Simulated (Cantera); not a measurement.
A perfectly stirred reactor is fed with 19.2 % C2H6, 80.8 % N2, at 0.600 bar; it is held at 1573 K, and followed from long to short residence time.

Computed with Cantera and GRI-Mech 3.0 (53 species, 325 reactions). GRI-Mech 3.0 stops at C3 and has no aromatics, soot or wall deposition, so with more carbon than oxygen in the feed, carbon stays in small species such as C2H2 where larger ones or solid carbon would form.

x: mole fraction; the columns are a selection and need not sum to one.

| τ (s) | x C2H6 | x HCN | x C2H | x CH3 | x C2H4 |
|---|---|---|---|---|---|
| 0.57 | 0.000100 | 9.18e-8 | 6.09e-8 | 0.000132 | 0.00304 |
| 0.33 | ? | 8.72e-8 | ? | ? | ? |
| 0.19 | ? | 8.46e-8 | ? | ? | ? |
| 0.11 | 0.000361 | 8.32e-8 | 9.22e-8 | 0.000243 | 0.00446 |
| 0.061 | 0.000566 | 8.21e-8 | 1.08e-7 | 0.000303 | 0.00556 |
| 0.035 | 0.000867 | 8.08e-8 | 1.25e-7 | 0.000375 | 0.00711 |
| 0.020 | 0.00134 | 7.88e-8 | 1.42e-7 | 0.000467 | 0.00939 |
| 0.011 | 0.00215 | 7.59e-8 | 1.62e-7 | 0.000593 | 0.0130 |
| 0.0064 | 0.00333 | 7.25e-8 | 1.78e-7 | 0.000740 | 0.0176 |
| 0.0037 | 0.00522 | 6.86e-8 | 1.91e-7 | 0.000930 | 0.0239 |

Task: Complete the blanks.

Result: 
- 0.33, x C2H6: 0.000155
- 0.33, x C2H: 6.92e-8
- 0.33, x CH3: 0.000162
- 0.33, x C2H4: 0.00332
- 0.19, x C2H6: 0.000237
- 0.19, x C2H: 7.97e-8
- 0.19, x CH3: 0.000199
- 0.19, x C2H4: 0.00378
